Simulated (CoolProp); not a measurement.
The fluid at 293.15 K and 0.607 MPa is throttled through a valve to 0.0494 MPa with no heat exchange. The same conditions are run with several fluids, on thermodynamics alone (safety and materials aside).

Values from CoolProp's reference Helmholtz-energy equation of state of each fluid (R123: Younglove 1994; vinyl chloride: Thol 2022; R245fa: Akasaka 2015; R1336mzz(E): Akasaka 2023; decamethylcyclopentasiloxane (D5): Thol 2019).

Question: Rank R123, vinyl chloride, R245fa, R1336mzz(E), decamethylcyclopentasiloxane (D5) by temperature change (K), highest first.

Answer: decamethylcyclopentasiloxane (D5) (+0.2), R123 (-10.6), R245fa (-21.6), R1336mzz(E) (-28.6), vinyl chloride (-50.1)

| fluid | final phase | final density (kg/m³) |
|---|---|---|
| R123 | two-phase, vapour fraction 0.061 | 52.4 |
| vinyl chloride | two-phase, vapour fraction 0.204 | 7.59 |
| R245fa | two-phase, vapour fraction 0.136 | 21.9 |
| R1336mzz(E) | two-phase, vapour fraction 0.217 | 17.3 |
| decamethylcyclopentasiloxane (D5) | liquid | 959 |
